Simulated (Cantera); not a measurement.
Feed: 1 mol TEOS, 0.71 mol O3, 0.29 mol H2, 0.55 mol N2O, equilibrated at 6.60 Pa.

Cantera equilibrium calculation (NASA polynomials, part measured and part estimated; ideal gas, pure solids and liquids). Candidate condensed phases: C, C6H6, C7H8, C8H18, H2O, Si, SiC, SiO2, Si2N2O, Si3N4; 151 gas species. The feed counts by its element totals alone. The tables' values for SiN are old estimates; treat these amounts as uncertain. Kinetics and transport are ignored.

x: gas mole fraction; n: condensed amount in mol.

```tsv
T (K)	x H2	x CO	x H	x Si	x N2	x SiO	x SiC2	n C(graphite)	n SiC(s)
1425	0.587	0.381	0.000643	1.31e-7	0.0313	0.000536	1.16e-10	0.337	0.991
1475	0.586	0.380	0.00122	5.75e-7	0.0313	0.000670	8.08e-10	0.341	0.988
1525	0.585	0.380	0.00223	2.29e-6	0.0313	0.000826	4.95e-9	0.346	0.985
1575	0.584	0.380	0.00391	8.38e-6	0.0312	0.00100	2.69e-8	0.351	0.982
1625	0.582	0.379	0.00662	2.82e-5	0.0311	0.00120	1.32e-7	0.356	0.978
1675	0.578	0.378	0.0109	8.84e-5	0.0310	0.00142	5.87e-7	0.363	0.973
1725	0.573	0.376	0.0173	0.000259	0.0308	0.00167	2.39e-6	0.372	0.966
1775	0.565	0.374	0.0268	0.000713	0.0306	0.00193	8.97e-6	0.385	0.952
1825	0.554	0.371	0.0403	0.00186	0.0302	0.00221	3.13e-5	0.412	0.925
1875	0.537	0.366	0.0591	0.00459	0.0297	0.00250	0.000102	0.467	0.866
1925	0.513	0.358	0.0843	0.0108	0.0290	0.00278	0.000312	0.589	?
1975	0.478	0.346	0.116	0.0245	0.0279	0.00304	0.000900	0.858	?
2025	0.435	0.331	0.156	0.0430	0.0266	0.00265	0.00200	1.22	?
```

### Question
Fill in the missing entries.

### Answer

- 1925, n SiC(s): 0.733
- 1975, n SiC(s): 0.431
- 2025, n SiC(s): 0
